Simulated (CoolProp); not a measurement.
A closed Brayton cycle with carbon dioxide: compressor inlet 324.15 K and 9.6 MPa, high pressure 26.3 MPa, turbine inlet 780 K, compressor efficiency 0.89, turbine efficiency 0.85, recuperator effectiveness 0.95 (on enthalpy, no pinch check). Each further row changes one setting.

Computed with CoolProp (reference Helmholtz-energy equation of state, Span 1996).

```csv
case,thermal efficiency (%),net work (kJ/kg),compressor to turbine work,compressor exit (K),turbine exit (K)
as stated,33.0,74.5,0.36,394.0,668.7
turbine inlet 730 K,___,65.6,0.39,394.0,622.5
compressor inlet 334.15 K,___,66.1,0.44,___,668.7
high pressure 22.4 MPa,___,65.7,0.34,382.8,686.0
recuperator effectiveness 0.5,20.1,74.5,0.36,394.0,668.7
```

Q: Complete the blanks.

A: 
- turbine inlet 730 K, thermal efficiency (%): 30.6
- compressor inlet 334.15 K, thermal efficiency (%): 31.3
- compressor inlet 334.15 K, compressor exit (K): 416.0
- high pressure 22.4 MPa, thermal efficiency (%): 32.3
